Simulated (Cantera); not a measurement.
An isothermal, constant-pressure homogeneous reactor starts with NH3 : N2 = 1 : 24 (molar parts), at 1773 K and 150 Torr.

Cantera simulation using the gas-phase N/H chemistry of the illustrative SiF4/NH3 mechanism in the Surface Chemkin manual (1991); the numbers are that mechanism's predictions, not measurements. Walls and surfaces, which speed up NH3 decomposition in real reactors, are not modelled.

x: mole fraction; the columns are a selection and need not sum to one.

| t (s) | x NH3 | x N2 | x H2 | x N2H4 | x N | x H | x N2H2 |
|---|---|---|---|---|---|---|---|
| 6.00e-5 | 0.0400 | 0.960 | 2.64e-7 | <1e-12 | <1e-12 | 4.61e-8 | 1.75e-12 |
| 0.000156 | 0.0400 | 0.960 | 7.62e-7 | 1.79e-12 | <1e-12 | 4.62e-8 | 1.69e-11 |
| 0.000408 | 0.0400 | 0.960 | 2.06e-6 | 1.28e-11 | 1.49e-12 | 4.64e-8 | 1.34e-10 |
| 0.00106 | 0.0400 | 0.960 | 5.53e-6 | 8.86e-11 | 3.02e-11 | 4.83e-8 | ___ |
| 0.00277 | 0.0400 | 0.960 | 1.62e-5 | 5.93e-10 | 2.92e-10 | 6.47e-8 | ___ |
| 0.00721 | 0.0399 | 0.960 | 7.20e-5 | 3.40e-9 | 1.41e-9 | 1.83e-7 | ___ |
| 0.0188 | 0.0396 | 0.960 | 0.000432 | 7.55e-9 | 6.92e-9 | 6.74e-7 | 1.35e-7 |
| 0.0490 | 0.0388 | 0.959 | 0.00161 | 6.49e-9 | 2.38e-8 | 1.72e-6 | 1.37e-7 |
| 0.128 | 0.0368 | 0.959 | 0.00455 | 4.65e-9 | 6.79e-8 | 3.93e-6 | ___ |
| 0.333 | 0.0321 | 0.957 | 0.0113 | 2.94e-9 | 1.35e-7 | 8.55e-6 | ___ |
| 0.867 | 0.0232 | 0.953 | 0.0241 | 1.53e-9 | 1.81e-7 | 1.79e-5 | ___ |
| 2.26 | 0.0113 | 0.947 | 0.0414 | 4.76e-10 | 1.80e-7 | 3.52e-5 | ___ |
| 5.89 | 0.00264 | 0.943 | 0.0538 | 5.25e-11 | 1.36e-7 | 6.47e-5 | ___ |
| 15.3 | 0.000225 | 0.942 | 0.0573 | 1.19e-12 | 6.65e-8 | 0.000122 | 1.27e-10 |
| 40.0 | 2.31e-5 | 0.942 | 0.0576 | <1e-12 | 1.33e-8 | 0.000152 | 2.53e-12 |

Problem. What belongs in the gaps?

Solution. 
- 0.00106, x N2H2: 1.05e-9
- 0.00277, x N2H2: 8.47e-9
- 0.00721, x N2H2: 5.47e-8
- 0.128, x N2H2: 1.24e-7
- 0.333, x N2H2: 9.83e-8
- 0.867, x N2H2: 6.07e-8
- 2.26, x N2H2: 2.28e-8
- 5.89, x N2H2: 3.44e-9
